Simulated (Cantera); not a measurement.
Input (Python, Cantera) and output of one run.

```python
import numpy as np
import cantera as ct

gas_names = """
    AL ALH ALO ALOH ALO2 ALO2H AL2 AL2O AL2O2 H HALO HO2 H2 H2O H2O2 O OH O2 O3 Si SiH SiH2 SiH3 SiH4
    SiO SiO2 Si2 Si3
""".split()
cond_names = """
    AL(cr) AL(L) AL2O3(a) AL2O3(L) AL2SiO5(an) AL6Si2O13(s) H2O(s) H2O(L) Si(cr) Si(L) SiO2(Lqz)
    SiO2(hqz) SiO2(L)
""".split()


# ... load() reads the species with a 1 bar reference pressure and builds the phases ...
atoms = {
    'SiO2': {'Si': 1, 'O': 2},
    'Al2O3': {'AL': 2, 'O': 3},
    'H2O': {'H': 2, 'O': 1},
}
top_T = {'AL2SiO5(an)': 2000, 'AL6Si2O13(s)': 2100}  # K; cautious upper limits of use, not melting points


# ... equilibrate(T, P, feed) seeds the gas with the atoms and calls Mixture.equilibrate('TP', solver="vcs", rtol=1e-11, max_steps=5000) ...
results = []
feed = {'SiO2': 1, 'Al2O3': 0.39, 'H2O': 0.18}  # mol
P = 7400  # Pa
for T in [1150, 1225, 1300, 1375, 1450, 1525, 1600, 1675, 1750, 1825, 1900, 1975, 2050]:
    mix = equilibrate(T, P, feed)
    results.append((T, P, feed, dict(zip(mix.species_names, mix.species_moles))))

top = {s: max(r[3][s] / sum(r[3][g] for g in gas_names) for r in results) for s in gas_names}
cols = sorted((s for s in top if top[s] > 0.0001), key=lambda s: -top[s])[:9]
seen = [c for c in cond_names if any(r[3].get(c, 0) > 1e-12 for r in results)]
print("log10 of partial pressures in bar; condensed amounts in mol")
print(f"{'T/K':>10s}" + "".join(f"{s[:9]:>10s}" for s in cols + seen))
for T, P, feed, n in results:
    ng = sum(n[g] for g in gas_names)
    print(f"{T:10.4g}" + "".join(f"{np.log10(max(n[s] / ng * P / 1e5, 1e-99)):10.3f}" for s in cols)
          + "".join(f"{n.get(c, 0):10.4g}" for c in seen))
```

Result:

```
log10 of partial pressures in bar; condensed amounts in mol
       T/K       H2O        H2        O2        OH         H         O AL2SiO5(a AL6Si2O13 SiO2(hqz)   SiO2(L)
      1150    -1.131    -6.226    -6.543    -7.364   -10.240   -11.352      0.39         0      0.61         0
      1225    -1.131    -5.763    -6.085    -6.796    -9.388   -10.418      0.39         0      0.61         0
      1300    -1.131    -5.353    -5.679    -6.295    -8.633    -9.592         0      0.13      0.74         0
      1375    -1.131    -4.986    -5.318    -5.848    -7.958    -8.855         0      0.13      0.74         0
      1450    -1.131    -4.657    -4.995    -5.447    -7.353    -8.194         0      0.13      0.74         0
      1525    -1.131    -4.360    -4.703    -5.086    -6.806    -7.599         0      0.13      0.74         0
      1600    -1.132    -4.090    -4.439    -4.758    -6.310    -7.058         0      0.13      0.74         0
      1675    -1.132    -3.844    -4.200    -4.461    -5.857    -6.566         0      0.13      0.74         0
      1750    -1.133    -3.619    -3.981    -4.189    -5.443    -6.117         0      0.13         0      0.74
      1825    -1.135    -3.413    -3.781    -3.940    -5.063    -5.704         0      0.13         0      0.74
      1900    -1.137    -3.224    -3.597    -3.711    -4.712    -5.324         0      0.13         0      0.74
      1975    -1.140    -3.049    -3.429    -3.501    -4.388    -4.973         0      0.13         0      0.74
      2050    -1.145    -2.889    -3.273    -3.307    -4.089    -4.648         0      0.13         0      0.74
```

Cantera equilibrium calculation (NASA polynomials, part measured and part estimated; ideal gas, pure solids and liquids). Mutual solubility and eutectic melting of coexisting phases are not modelled. The tables hold silica as quartz up to 1696 K and as liquid above; real silica turns to tridymite and cristobalite and melts near 1996 K. Condensed phases not in the tables: alloys, solid solutions and most ternary compounds. Gases not in the tables: Si(OH)4.
